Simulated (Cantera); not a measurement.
Feed: 1 mol CaCO3, 0.18 mol O2, a varied amount of N2, held at 1175 K and 0.133 bar.

Equilibrium computed with Cantera from the NASA thermochemical tables; the gas is ideal and each condensed phase is pure. Candidate condensed phases: C, Ca, CaCO3, CaO; 27 gas species. Equilibrium is a limit: real reactors are often held back by kinetics, nucleation or transport.

x: gas mole fraction; n: condensed amount in mol.

```json
[
 {"n(N2) (mol)": "2.6", "x N2": "0.688", "x CO2": "0.265", "x O2": "0.0476", "x NO": "7.16e-5", "x NO2": "2.38e-7", "n CaO(s)": "1.00"},
 {"n(N2) (mol)": "3.2", "x N2": "0.731", "x CO2": "0.228", "x O2": "0.0411", "x NO": "6.85e-5", "x NO2": "2.12e-7", "n CaO(s)": "1.00"},
 {"n(N2) (mol)": "3.9", "x N2": "0.768", "x CO2": "0.197", "x O2": "0.0354", "x NO": "6.52e-5", "x NO2": "1.87e-7", "n CaO(s)": "1.00"},
 {"n(N2) (mol)": "4.7", "x N2": "0.799", "x CO2": "0.170", "x O2": "0.0306", "x NO": "6.18e-5", "x NO2": "1.65e-7", "n CaO(s)": "1.00"},
 {"n(N2) (mol)": "5.8", "x N2": "0.831", "x CO2": "0.143", "x O2": "0.0258", "x NO": "5.79e-5", "x NO2": "1.42e-7", "n CaO(s)": "1.00"},
 {"n(N2) (mol)": "7.1", "x N2": "0.857", "x CO2": "0.121", "x O2": "0.0217", "x NO": "5.40e-5", "x NO2": "1.21e-7", "n CaO(s)": "1.00"},
 {"n(N2) (mol)": "8.7", "x N2": "0.881", "x CO2": "0.101", "x O2": "0.0182", "x NO": "5.01e-5", "x NO2": "1.03e-7", "n CaO(s)": "1.00"},
 {"n(N2) (mol)": "11", "x N2": "0.903", "x CO2": "0.0821", "x O2": "0.0148", "x NO": "4.57e-5", "x NO2": "8.47e-8", "n CaO(s)": "1.00"},
 {"n(N2) (mol)": "13", "x N2": "0.917", "x CO2": "0.0705", "x O2": "0.0127", "x NO": "4.26e-5", "x NO2": "7.33e-8", "n CaO(s)": "1.00"},
 {"n(N2) (mol)": "16", "x N2": "0.931", "x CO2": "…", "x O2": "…", "x NO": "…", "x NO2": "…", "n CaO(s)": "1.00"},
 {"n(N2) (mol)": "20", "x N2": "0.944", "x CO2": "0.0472", "x O2": "0.00848", "x NO": "3.54e-5", "x NO2": "4.98e-8", "n CaO(s)": "1.00"},
 {"n(N2) (mol)": "24", "x N2": "0.953", "x CO2": "…", "x O2": "…", "x NO": "…", "x NO2": "…", "n CaO(s)": "1.00"},
 {"n(N2) (mol)": "30", "x N2": "0.962", "x CO2": "0.0321", "x O2": "0.00576", "x NO": "2.94e-5", "x NO2": "3.41e-8", "n CaO(s)": "1.00"}
]
```

Problem. Fill in the missing entries.

Solution. 
- 24, x CO2: 0.0397
- 24, x O2: 0.00713
- 24, x NO: 3.26e-5
- 24, x NO2: 4.21e-8
- 16, x CO2: 0.0582
- 16, x O2: 0.0105
- 16, x NO: 3.90e-5
- 16, x NO2: 6.10e-8
